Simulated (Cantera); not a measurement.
Input (Python, Cantera):

```python
import numpy as np
import cantera as ct

gas = ct.Solution("gri30.yaml")
gas.TPX = 2048, 2666, {'NO': 1, 'N2': 3.7}
reactor = ct.IdealGasConstPressureReactor(gas, energy="off", clone=False)
net = ct.ReactorNet([reactor])
net.rtol, net.atol = 1e-08, 1e-18
show = ['NO', 'N2', 'O', 'NO2', 'N2O']
times = np.geomspace(3e-06, 100, 13)

steps = ct.SolutionArray(gas, extra=["t"])
rows = []
print(f"{'t/s':>10s}{'T/K':>9s}{'P/Pa':>11s}" + "".join(f"{s:>11s}" for s in show))
for t in times:
    while net.time < t:
        t_next = net.step()
        steps.append(gas.state, t=t_next)
    rows.append([np.interp(t, steps.t, y) for y in (steps.T, steps.P, *steps(*show).X.T)])
    print(f"{t:10.3e}{rows[-1][0]:9.1f}{rows[-1][1]:11.4g}" + "".join(f"{x:11.3e}" for x in rows[-1][2:]))
rate = np.gradient(steps.T, steps.t)
print("integrator steps:", len(steps.t))
if steps.T.max() > steps.T[0] + 200:
    print(f"time of steepest temperature rise: {steps.t[rate.argmax()]:.4e} s")
gas.TPX = 2048, 2666, {'NO': 1, 'N2': 3.7}
gas.equilibrate("TP")
print(f"equilibrium (TP): T = {gas.T:.1f} K  " + "  ".join(f"{s} {gas[s].X[0]:.3e}" for s in show))
```

It prints:

```
       t/s      T/K       P/Pa         NO         N2          O        NO2        N2O
 3.000e-06   2048.0       2666  2.128e-01  7.872e-01  5.912e-09  1.059e-13  5.911e-09
 1.271e-05   2048.0       2666  2.128e-01  7.872e-01  2.505e-08  1.886e-12  2.502e-08
 5.382e-05   2048.0       2666  2.128e-01  7.872e-01  1.063e-07  3.352e-11  1.058e-07
 2.280e-04   2048.0       2666  2.128e-01  7.872e-01  4.532e-07  5.846e-10  4.446e-07
 9.655e-04   2048.0       2666  2.128e-01  7.872e-01  1.973e-06  9.349e-09  1.822e-06
 4.089e-03   2048.0       2666  2.127e-01  7.872e-01  9.256e-06  1.132e-07  6.738e-06
 1.732e-02   2048.0       2666  2.127e-01  7.872e-01  4.962e-05  8.617e-07  1.716e-05
 7.336e-02   2048.0       2666  2.123e-01  7.874e-01  2.277e-04  3.717e-06  2.041e-05
 3.107e-01   2048.0       2666  2.094e-01  7.887e-01  4.705e-04  6.916e-06  1.832e-05
 1.316e+00   2048.0       2666  1.940e-01  7.963e-01  7.027e-04  1.098e-05  1.473e-05
 5.574e+00   2048.0       2666  1.192e-01  8.334e-01  1.316e-03  1.441e-05  4.785e-06
 2.361e+01   2048.0       2666  1.387e-02  8.859e-01  1.855e-03  2.467e-06  1.067e-07
 1.000e+02   2048.0       2666  6.481e-03  8.895e-01  1.888e-03  1.175e-06  6.299e-08
integrator steps: 931
equilibrium (TP): T = 2048.0 K  NO 6.480e-03  N2 8.895e-01  O 1.888e-03  NO2 1.174e-06  N2O 6.299e-08
```

Model: GRI-Mech 3.0 (53 species, 325 reactions), integrated in Cantera. Radical loss at walls, strong at low pressure, is not modelled.
